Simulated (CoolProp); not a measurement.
200 sccm (0 °C, 1 atm) of nitrogen bubbles through liquid octamethylcyclotetrasiloxane (D4) at 350.9 K and leaves saturated at a total pressure of 0.061 MPa (ideal gas phase). Each further row changes one setting.

Computed with CoolProp (reference Helmholtz-energy equation of state, Thol 2015).

```csv
case,vapour pressure (kPa),mole fraction of vapour,delivery (mg/min),delivery (sccm),change of delivery for a bath 1 K warmer (%)
as stated,3.23,0.0530,148,___,5.2
bath temperature 355.9 K,___,___,191,14.4,5.1
total pressure 0.122 MPa,3.23,0.0265,___,5.44,5.1
```

**Question.** Fill in the missing entries.

**Answer.** 
- as stated, delivery (sccm): 11.2
- bath temperature 355.9 K, vapour pressure (kPa): 4.10
- bath temperature 355.9 K, mole fraction of vapour: 0.0672
- total pressure 0.122 MPa, delivery (mg/min): 72.0
